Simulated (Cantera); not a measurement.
Charge: 1 mol PbO, 0.09 mol H₂O, 0.032 mol O₂, held at 750 Torr.

Method: chemical equilibrium by Gibbs-energy minimisation in Cantera with the NASA 1993 tables (ideal gas, pure condensed phases). Candidate condensed phases: H₂O, Pb, PbO, PbO₂, Pb₃O₄; 12 gas species. Gases not in the tables: (PbO)n polymers. Equilibrium is a limit: real reactors are often held back by kinetics, nucleation or transport.

x: gas mole fraction; n: condensed amount in mol.

| T (K) | x H₂O | x O₂ | x PbO | x Pb | n PbO(l) |
|---|---|---|---|---|---|
| 1323 | 0.737 | 0.262 | 0.000667 | 1.66e-6 | 1.000 |
| 1373 | 0.737 | 0.262 | (withheld) | (withheld) | 1.000 |
| 1423 | 0.735 | 0.261 | 0.00313 | 1.75e-5 | 1.000 |
| 1473 | 0.733 | 0.261 | 0.00622 | 5.00e-5 | 0.999 |
| 1523 | 0.729 | 0.259 | 0.0118 | 0.000133 | 0.999 |
| 1573 | 0.721 | 0.257 | (withheld) | (withheld) | 0.997 |
| 1623 | 0.709 | 0.252 | 0.0371 | 0.000790 | 0.995 |
| 1673 | 0.689 | 0.246 | 0.0624 | 0.00178 | 0.992 |
| 1723 | 0.658 | 0.236 | 0.101 | 0.00385 | 0.986 |

### Question
Some entries are withheld; supply them.

### Answer

- 1573, x PbO: 0.0213
- 1573, x Pb: 0.000334
- 1373, x PbO: 0.00149
- 1373, x Pb: 5.64e-6
